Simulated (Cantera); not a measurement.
Charge: 1 mol CCl₄, 0.22 mol H₂, equilibrated at 3300 °C and 0.133 bar.

Method: chemical equilibrium by Gibbs-energy minimisation in Cantera with the NASA 1993 tables (ideal gas, pure condensed phases). Candidate condensed phases: C, C₆H₆, C₇H₈, C₈H₁₈; 91 gas species. The tables' values for CCl are old estimates; treat these amounts as uncertain. Equilibrium is a limit: real reactors are often held back by kinetics, nucleation or transport.

Base state: Cl 0.823, H 0.0661, C₃ 0.0529, HCl 0.0228, C 0.0190, C₂ 0.0116, C₂H 0.00150, H₂ 0.00121 (mole fractions); condensed: gas only.

Problem. What changes in the equilibrium state with this change: H₂ from 0.22 to 3.2 mol?

Solution. 
```tsv
species	before	after
H	0.0661	0.470
Cl	0.823	0.351
HCl	0.0228	0.0689
H₂	0.00121	0.0611
C₃	0.0529	0.0203
C₂	0.0116	0.00614
C	0.0190	0.0138
CH₂	4.90e-7	1.80e-5
C₂H₂ (vinylidene)	7.65e-7	2.04e-5
C₂H₂ (acetylene)	8.10e-5	0.00216
```
